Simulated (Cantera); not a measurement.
Input: 1 mol Cr2O3, 3.2 mol H2, 4.8 mol H2O, equilibrated at 2073.15 K and 6.60 mbar.

Cantera equilibrium calculation (NASA polynomials, part measured and part estimated; ideal gas, pure solids and liquids). Candidate condensed phases: Cr, Cr2O3, H2O; 13 gas species. Rates play no part.

Base state: H2O 0.589, H2 0.386, H 0.0201, OH 0.00350, CrO 0.000611, Cr 0.000546, CrO2 0.000328, O 0.000131 (mole fractions); condensed: Cr2O3(s).

**Question.** What changes in the equilibrium state with this change: Cr2O3 replaced by V2O3?

**Answer.** 
```json
[
 {"species": "H2O", "before": "0.589", "after": "0.549"},
 {"species": "H2", "before": "0.386", "after": "0.391"},
 {"species": "VO2", "before": "0", "after": "0.0366"},
 {"species": "H", "before": "0.0201", "after": "0.0202"},
 {"species": "CrO", "before": "0.000611", "after": "0"},
 {"species": "Cr", "before": "0.000546", "after": "0"},
 {"species": "CrO2", "before": "0.000328", "after": "0"},
 {"species": "VO", "before": "0", "after": "0.000141"},
 {"species": "O2", "before": "8.55e-5", "after": "7.25e-5"},
 {"species": "O", "before": "0.000131", "after": "0.000121"},
 {"species": "Cr2O3(s), mol", "before": "0.994", "after": "0"},
 {"species": "V2O3(s), mol", "before": "0", "after": "0.846"}
]
```
Condensed phases not in the tables: the oxides between V2O3 and V2O5 other than VO2. Further candidate phases: V, VO, V2O3, V2O4, V2O5.

**Question.** What changes in the equilibrium state with this change: H2 from 3.2 to 0.75 mol?

**Answer.** 
| species | before | after |
|---|---|---|
| H2O | 0.589 | 0.842 |
| H2 | 0.386 | 0.135 |
| H | 0.0201 | 0.0119 |
| CrO2 | 0.000328 | 0.000663 |
| O2 | 8.55e-5 | 0.00142 |
| Cr | 0.000546 | 6.63e-5 |
| Cr2O3(s), mol | 0.994 | 0.997 |
